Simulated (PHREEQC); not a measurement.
Acid rinse or clean: an equilibrium model

Consider water at 60 °C with 0.16 mol H2SO4, 0.0066 mol AlCl3 and 0.2 mol KCl per kg of water. Closed to the air; pH follows from the charge balance.

The numbers come from PHREEQC with the ion-association model, phreeqc.dat.

No solid was allowed to form.

Task: Estimate the pH, density, activity of water.

Result: pH 0.85; density 1.002 g/cm³; activity of water 0.987.

Task: In which forms is K present?

Result: K+ 97 %, KSO4- 3.2 % of the K.

Constants without temperature data keep their 25 °C values here.
